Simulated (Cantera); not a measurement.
**Pb + H2S + N2 (metals in furnace atmospheres)**

Input: 1 mol Pb, a varied amount of H2S, 130 mol N2, held at 1.00 bar.

Equilibrium computed with Cantera from the NASA thermochemical tables; the gas is ideal and each condensed phase is pure. Candidate condensed phases: Pb, PbS, S; 18 gas species. Mutual solubility and eutectic melting of coexisting phases are not modelled. Equilibrium is a limit: real reactors are often held back by kinetics, nucleation or transport.

Map the stable condensed phases over T = 775, 875, 975, 1075, 1175, 1275, 1375, 1475, 1575, 1675, 1775 K and n(H2S) in mol = 0.54, 0.86, 1.2, 1.5, 1.8, 2.1, 2.4, 2.7, 3, 3.4, 3.7, 4.


```
T in K \ n(H2S) in mol
         0.54 0.86  1.2  1.5  1.8  2.1  2.4  2.7    3  3.4  3.7    4
   1775     A    A    A    A    A    A    A    A    A    A    A    A
   1675     A    A    A    A    A    A    A    A    A    A    A    A
   1575     A    A    A    A    A    A    A    A    A    A    A    A
   1475     A    A    A    A    A    A    A    A    A    A    A    A
   1375     A    A    A    A    A    A    A    A    A    A    A    A
   1275     B    A    A    A    A    A    A    A    A    A    A    A
   1175     B    C    D    D    D    D    D    D    D    D    D    D
   1075     C    C    D    D    D    D    D    D    D    D    D    D
    975     C    C    D    D    D    D    D    D    D    D    D    D
    875     C    C    D    D    D    D    D    D    D    D    D    D
    775     C    C    D    D    D    D    D    D    D    D    D    D
```
A: gas only; B: Pb; C: Pb + PbS; D: PbS.
